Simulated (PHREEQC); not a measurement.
Solution A (0.018 mol/kgw HF, 0.0003 mol/kgw H2SiF6, 0.0065 mol/kgw H3PO4 and 8.3e-05 mol/kgw HNO3) is mixed with solution B (0.0012 mol/kgw NaH2PO4 and 0.0023 mol/kgw Na2B4O7) at 2.3 °C; shares are by mass of water, 1 kg in all. O2 is buffered at 0.21 atm. The system is closed to CO2. Solids allowed: Quartz. Others were left out.

Equilibrium calculation in PHREEQC: ion-association model, phreeqc.dat.

```tsv
share of solution B	pH	SiF6-2 (mol/kgw)	H3BO3 (mol/kgw)
0	2.18	0.000300	0
0.1	…	0.000270	…
0.2	2.26	0.000240	2.87e-5
0.3	2.33	0.000210	…
0.4	2.43	0.000178	0.00155
0.6	2.77	0.000113	0.00407
0.7	…	7.87e-5	0.00541
0.8	…	3.22e-5	0.00691
0.9	7.70	0	…
1	9.17	0	0.00579
```

**Question.** Some entries are withheld; supply them.

**Answer.** 
- 0.1, pH: 2.22
- 0.1, H3BO3 (mol/kgw): 1.73e-6
- 0.3, H3BO3 (mol/kgw): 0.000476
- 0.7, pH: 3.11
- 0.8, pH: 3.74
- 0.9, H3BO3 (mol/kgw): 0.00811

At this temperature some constants are extrapolated from 25 °C, and those without enthalpy data are left unchanged. SiF6-2 is the database's only silicon fluoride. Real BF4- forms and hydrolyses slowly; the run takes it at equilibrium.
